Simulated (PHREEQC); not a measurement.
Solution (20 °C): 1.2 mmol/kgw NH4HS and 43 mmol/kgw Na2S. Closed to the air; pH follows from the charge balance.

Model: ion-association model, phreeqc.dat, run in PHREEQC.

```json
{
 "pH": "12.48",
 "ionic_strength": "0.101 mol/kgw",
 "specific_conductance": "9540 µS/cm",
 "density": "1.002 g/cm³",
 "total_alkalinity": "87.2 meq/kg"
}
```

| species | molality | activity | log γ |
|---|---|---|---|
| Na+ | 0.0860 | 0.0676 | -0.105 |
| HS- | 0.0292 | 0.0222 | -0.118 |
| OH- | 0.0268 | 0.0204 | -0.118 |
| S-2 | 0.0150 | 0.00567 | -0.423 |
| NH3 | 0.00120 | 0.00123 | 0.010 |
| NH4+ | 1.38e-6 | 1.03e-6 | -0.128 |
| H2S | 7.44e-8 | 7.61e-8 | 0.010 |

This is a speciation only: nothing precipitates in the calculation. With this much S-2 the pH rests on the database's HS-/S-2 constant; if that pK is higher, the solution is more alkaline. The database's pK near 12.9 for HS-/S-2 is now thought far too low, so its S-2 is overstated.
